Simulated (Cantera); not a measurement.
A Cantera script and what it prints.

```python
import numpy as np
import cantera as ct

gas_names = """
    Br Br2 H HBr H2 N NH NH2 NH3 N2 N2H2 N2H4 Si SiBr SiBr2 SiBr3 SiBr4 SiH SiHBr3 SiH2 SiH2Br2 SiH3
    SiH3Br SiH4 SiN Si2 Si2N Si3
""".split()
cond_names = """
    Br2(cr) Br2(L) Si(cr) Si(L) Si3N4(a)
""".split()


# ... load() reads the species with a 1 bar reference pressure and builds the phases ...
atoms = {
    'Si': {'Si': 1},
    'HBr': {'H': 1, 'Br': 1},
    'N2': {'N': 2},
}
top_T = {'Si3N4(a)': 2400}  # K; cautious upper limits of use, not melting points


# ... equilibrate(T, P, feed) seeds the gas with the atoms and calls Mixture.equilibrate('TP', solver="vcs", rtol=1e-11, max_steps=5000) ...
results = []
T = 1173  # K
P = 9.8  # Pa
for m in [2.7, 4.7, 6.7, 8.7, 11, 13, 15, 17, 19, 21]:
    feed = {'Si': 1, 'HBr': m, 'N2': 3.8}  # mol
    mix = equilibrate(T, P, feed)
    results.append((T, P, feed, dict(zip(mix.species_names, mix.species_moles))))
    x = sorted(zip(gas.X, gas.species_names), reverse=True)
    print(f"T = {T:g} K  P = {P:g} Pa  n(HBr) = {m:g} mol  gas = {mix.phase_moles(0):.4g} mol")
    print("   x: " + "  ".join(f"{s} {v:.3e}" for v, s in x if v > 1e-05))
    print("   condensed (mol): " + ("  ".join(f"{mix.phase(i).name} {mix.phase_moles(i):.4g}"
          for i in range(1, mix.n_phases) if mix.phase_moles(i) > 1e-12) or "none"))
```

It prints:

```
T = 1173 K  P = 9.8 Pa  n(HBr) = 2.7 mol  gas = 5.906 mol
   x: N2 5.502e-01  HBr 3.638e-01  H2 4.670e-02  SiBr2 1.641e-02  SiBr4 1.153e-02  Br 9.767e-03  SiBr3 1.547e-03  SiHBr3 2.065e-05
   condensed (mol): Si3N4(a) 0.2752
T = 1173 K  P = 9.8 Pa  n(HBr) = 4.7 mol  gas = 7.948 mol
   x: HBr 4.595e-01  N2 4.222e-01  H2 6.589e-02  SiBr2 2.214e-02  SiBr4 1.759e-02  Br 1.039e-02  SiBr3 2.220e-03  SiHBr3 3.519e-05
   condensed (mol): Si3N4(a) 0.2221
T = 1173 K  P = 9.8 Pa  n(HBr) = 6.7 mol  gas = 9.993 mol
   x: HBr 5.126e-01  N2 3.473e-01  H2 7.889e-02  SiBr2 2.622e-02  SiBr4 2.165e-02  Br 1.059e-02  SiBr3 2.681e-03  SiHBr3 4.648e-05  Br2 1.025e-05
   condensed (mol): Si3N4(a) 0.1648
T = 1173 K  P = 9.8 Pa  n(HBr) = 8.7 mol  gas = 12.04 mol
   x: HBr 5.458e-01  N2 2.982e-01  H2 8.837e-02  SiBr2 2.937e-02  SiBr4 2.454e-02  Br 1.065e-02  SiBr3 3.020e-03  SiHBr3 5.543e-05  Br2 1.037e-05
   condensed (mol): Si3N4(a) 0.1046
T = 1173 K  P = 9.8 Pa  n(HBr) = 11 mol  gas = 14.4 mol
   x: HBr 5.708e-01  N2 2.594e-01  H2 9.658e-02  SiBr2 3.225e-02  SiBr4 2.697e-02  Br 1.066e-02  SiBr3 3.318e-03  SiHBr3 6.367e-05  Br2 1.038e-05
   condensed (mol): Si3N4(a) 0.03285
T = 1173 K  P = 9.8 Pa  n(HBr) = 13 mol  gas = 16.41 mol
   x: HBr 6.002e-01  N2 2.316e-01  H2 9.598e-02  SiBr2 2.985e-02  SiBr4 2.779e-02  Br 1.124e-02  SiBr3 3.240e-03  SiHBr3 6.198e-05  Br2 1.155e-05
   condensed (mol): none
T = 1173 K  P = 9.8 Pa  n(HBr) = 15 mol  gas = 18.38 mol
   x: HBr 6.372e-01  N2 2.067e-01  H2 8.930e-02  SiBr4 2.727e-02  SiBr2 2.418e-02  Br 1.237e-02  SiBr3 2.889e-03  SiHBr3 5.330e-05  Br2 1.399e-05
   condensed (mol): none
T = 1173 K  P = 9.8 Pa  n(HBr) = 17 mol  gas = 20.37 mol
   x: HBr 6.674e-01  N2 1.865e-01  H2 8.355e-02  SiBr4 2.645e-02  SiBr2 2.001e-02  Br 1.340e-02  SiBr3 2.588e-03  SiHBr3 4.618e-05  Br2 1.640e-05
   condensed (mol): none
T = 1173 K  P = 9.8 Pa  n(HBr) = 19 mol  gas = 22.36 mol
   x: HBr 6.924e-01  N2 1.699e-01  H2 7.856e-02  SiBr4 2.550e-02  SiBr2 1.685e-02  Br 1.433e-02  SiBr3 2.332e-03  SiHBr3 4.035e-05  Br2 1.877e-05
   condensed (mol): none
T = 1173 K  P = 9.8 Pa  n(HBr) = 21 mol  gas = 24.36 mol
   x: HBr 7.135e-01  N2 1.560e-01  H2 7.422e-02  SiBr4 2.450e-02  Br 1.520e-02  SiBr2 1.440e-02  SiBr3 2.113e-03  SiHBr3 3.554e-05  Br2 2.110e-05
   condensed (mol): none
```

Method: chemical equilibrium by Gibbs-energy minimisation in Cantera with the NASA 1993 tables (ideal gas, pure condensed phases). N2 is the only nitrogen source here; it is nearly inert below about 1500 K, so the nitride shown seldom forms there in practice. The tables' values for SiBr3 are old estimates; treat these amounts as uncertain.
